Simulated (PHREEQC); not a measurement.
Synthetic water in mg/L, 80 °C, pH 7.87, pe 0.6: Na 1770; K 797; Ca 40; Mg 85.1; Cl 3550; S(6) as SO4 357; Alkalinity as HCO3 20.9; Li 0.104; F 1.52; Zn 2.26.

Cl is adjusted to close the charge balance.
Valence states are taken as typed.

Equilibrium calculation in PHREEQC: ion-association model, phreeqc.dat.

Precipitation was switched off in this run.

Task: Order these S species by the share of S that they hold, largest first: MgSO4, KSO4-, CaSO4, SO4-2, NaSO4-.

Result: SO4-2 (65 %), MgSO4 (16 %), NaSO4- (11 %), KSO4- (6.5 %), CaSO4 (1.6 %)

The pH is 7.87 and the ionic strength 0.111 mol/kgw. Species that the database lacks are ignored. At this temperature some constants are extrapolated from 25 °C, and those without enthalpy data are left unchanged.
